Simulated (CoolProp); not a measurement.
Saturation properties of propylene (Tc = 364.2 K, pc = 45.55 bar, ω = 0.146).

Values from CoolProp's reference Helmholtz-energy equation of state, Lemmon 2013.

```
T (K)  p (bar)  liquid cp (kJ/(kg K))  vapour Z  liquid viscosity (µPa s)
-----  -------  ---------------------  --------  ------------------------
178.9  0.06367                  2.077    0.9954                       359
181.8  0.07935                  2.081    0.9945                       344
184.7  0.09811                  2.085    0.9935                       329
187.6   0.1204                  2.089    0.9924                       316
190.5   0.1467                  2.094    0.9912                       303
193.4   0.1775                  2.100    0.9899                       291
196.3   0.2134                  2.105    0.9884                       280
199.3   0.2565                  2.112    0.9867                       269
202.2   0.3047                  2.119    0.9849                       259
205.1   0.3598                  2.126    0.9829                       249
208     0.4227                  2.134    0.9808                       240
210.9   0.4941                  2.142    0.9785                       232
213.8   0.5748                  2.150    0.9760                       224
```

It boils at 225.5 K under 1 atm.

Viscosity comes from a separate model (Huber 2003), an estimate that may be off by 10 % or more.
